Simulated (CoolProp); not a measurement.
The numbers come from the reference Helmholtz-energy equation of state, Akasaka 2020 in CoolProp.

Problem. Give the vapour pressure (kPa), liquid density (kg/m³), enthalpy of vaporisation (kJ/kg), liquid cp (kJ/(kg K)) of saturated R1123 at 205.3, 207.4, 231.8 K.

Solution. 
```json
[
 {"T (K)": "205.3", "p (kPa)": "71.1", "liquid density (kg/m³)": "1360", "enthalpy of vaporisation (kJ/kg)": "230", "liquid cp (kJ/(kg K))": "1.27"},
 {"T (K)": "207.4", "p (kPa)": "79.8", "liquid density (kg/m³)": "1360", "enthalpy of vaporisation (kJ/kg)": "229", "liquid cp (kJ/(kg K))": "1.27"},
 {"T (K)": "231.8", "p (kPa)": "256", "liquid density (kg/m³)": "1280", "enthalpy of vaporisation (kJ/kg)": "211", "liquid cp (kJ/(kg K))": "1.32"}
]
```
